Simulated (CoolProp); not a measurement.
Vapour pressure (MPa) of nitrogen: the reference equation beside estimates from Tc = 126.2 K, pc = 3.396 MPa, ω = 0.037.

The numbers come from the reference Helmholtz-energy equation of state, Span 2000 in CoolProp.

```csv
T (K),reference,Lee-Kesler,van der Waals,Redlich-Kwong,Soave-Redlich-Kwong,Peng-Robinson
93,0.4621,0.4625,0.8806,0.4518,0.4639,0.4634
95.8,0.5744,0.5749,1.017,0.5683,0.5779,0.5760
98.6,0.7053,0.7057,1.166,0.7044,0.7109,0.7074
101.5,0.8623,0.8623,1.335,0.8677,0.8705,0.8650
104.3,1.036,1.036,1.511,1.048,1.047,1.040
107.1,1.234,1.233,1.702,1.253,1.248,1.239
109.9,1.457,1.455,1.906,1.484,1.475,1.464
112.7,1.708,1.705,2.126,1.741,1.730,1.718
115.5,1.990,1.986,2.360,2.026,2.013,2.001
118.3,2.303,2.300,2.609,2.341,2.328,2.316
121.1,2.652,2.651,2.874,2.686,2.675,2.666
124,3.056,3.057,3.165,3.077,3.071,3.066
```

Absolute difference from the reference over all 12 rows, mean and median: Lee-Kesler 0.1 and 0.1 %, van der Waals 39.2 and 34.4 %, Redlich-Kwong 1.3 and 1.4 %, Soave-Redlich-Kwong 0.9 and 1.0 %, Peng-Robinson 0.4 and 0.4 %.
